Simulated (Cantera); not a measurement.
A perfectly stirred reactor is fed with H2 : O2 : N2 : NO = 1 : 0.521 : 1.96 : 0.0054 (molar parts), at 2000000 Pa; it is adiabatic with a 673 K inlet, and is followed from long to short residence time, starting on the burning branch (τ in s: 0.31, 0.11, 0.038, 0.013, 0.0047, 0.0017, 0.00059, 0.00021, 7.3e-05).

Detailed kinetics in Cantera: GRI-Mech 3.0 (53 species, 325 reactions). The hydrogen kinetics of GRI-Mech 3.0 are dated; newer H2 mechanisms differ, most at raised pressure. The pressure lies above the range GRI-Mech 3.0 was tuned for (to about 10 atm). The mechanism lacks 2 NO + O2 → 2 NO2 and HONO, so NO2 and the effect of NO are under-described below about 1400 K.

| quantity | before | after |
|---|---|---|
| blow-out, bracketed by the residence times tried | burning at 73.0 µs, the shortest tried | burning at 73.0 µs, the shortest tried |
| x(H2) at τ = 0.310 s | 0.00956 | 0.0112 |
| x(O2) at τ = 0.310 s | 0.00790 | 0.00820 |
| x(NO) at τ = 0.310 s | 0.00521 | 0.00568 |
| x(O) at τ = 0.310 s | 0.000586 | 0.000722 |
| x(H2O2) at τ = 0.310 s | 1.21e-6 | 1.33e-6 |
| x(H2) at τ = 4.70 ms | 0.00964 | 0.0113 |
| x(O2) at τ = 4.70 ms | 0.00809 | 0.00835 |
| x(NO) at τ = 4.70 ms | 0.00488 | 0.00540 |
| x(O) at τ = 4.70 ms | 0.000598 | 0.000733 |
| x(H2O2) at τ = 4.70 ms | 1.23e-6 | 1.35e-6 |

Q: Name the change that produced these shifts.
A) pressure from 2000000 Pa to 230000 Pa
B) inlet temperature 673 to 325 K
C) inlet temperature 673 to 373 K
D) inlet temperature 673 to 748 K

A: D, inlet temperature 673 to 748 K
